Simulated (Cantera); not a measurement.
**Calcination and drying: LiOH + H2O**

Input: 1 mol LiOH, a varied amount of H2O, at 1575 °C and 25.0 Pa.

Equilibrium computed with Cantera from the NASA thermochemical tables; the gas is ideal and each condensed phase is pure. Candidate condensed phases: H2O, Li, LiH, LiOH, Li2O; 17 gas species. Kinetics and transport are ignored.

| n(H2O) (mol) | x LiOH | x H2O | x Li | x O2 | x H2 | x Li2O | x OH |
|---|---|---|---|---|---|---|---|
| 0.019 | 0.630 | 0.116 | 0.180 | 0.0439 | 0.00292 | 0.0157 | 0.00530 |
| 0.036 | 0.628 | 0.126 | 0.174 | 0.0426 | 0.00320 | 0.0144 | 0.00547 |
| 0.07 | 0.624 | 0.144 | 0.164 | 0.0403 | 0.00378 | 0.0124 | 0.00578 |
| 0.14 | 0.609 | 0.182 | 0.146 | 0.0365 | 0.00502 | 0.00935 | 0.00634 |
| 0.26 | 0.576 | 0.242 | 0.124 | 0.0321 | 0.00712 | 0.00630 | 0.00707 |
| 0.51 | 0.505 | 0.344 | 0.0949 | 0.0270 | 0.0110 | 0.00340 | 0.00808 |
| 0.98 | 0.402 | 0.475 | 0.0670 | 0.0228 | 0.0166 | 0.00156 | 0.00910 |
| 1.9 | 0.283 | 0.614 | 0.0429 | 0.0200 | 0.0229 | 0.000599 | 0.0100 |
x: gas mole fraction; nothing condenses.

From 0.019 mol H2O to 1.9 mol H2O nothing is condensed. The main Li-bearing gas is LiOH throughout.
